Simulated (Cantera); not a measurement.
**Silicon nitride deposition: SiF₄ + NH₃ + N₂**

A closed system holds: 1 mol SiF₄, a varied amount of NH₃, 4 mol N₂, equilibrated at 7400 Pa.

Equilibrium computed with Cantera from the NASA thermochemical tables; the gas is ideal and each condensed phase is pure. Candidate condensed phases: Si, Si₃N₄; 37 gas species. The tables' values for SiF₂, SiF₃ are old estimates. The numbers say what is thermodynamically allowed, not how fast it happens.

Task: Map the stable condensed phases over T = 1123, 1173, 1223, 1273, 1323, 1373, 1423, 1473, 1523, 1573 K and n(NH₃) in mol = 0.44, 0.86, 1.7, 3.3, 6.4, 12, 24, 47.

Result: 
```
T in K \ n(NH₃) in mol
         0.44 0.86  1.7  3.3  6.4   12   24   47
   1573     A    A    A    A    A    A    A    B
   1523     A    A    A    A    A    A    B    B
   1473     A    A    A    A    A    B    B    B
   1423     A    A    A    A    B    B    B    B
   1373     A    A    A    B    B    B    B    B
   1323     A    B    B    B    B    B    B    B
   1273     B    B    B    B    B    B    B    B
   1223     B    B    B    B    B    B    B    B
   1173     B    B    B    B    B    B    B    B
   1123     B    B    B    B    B    B    B    B
```
A: gas only; B: Si₃N₄.
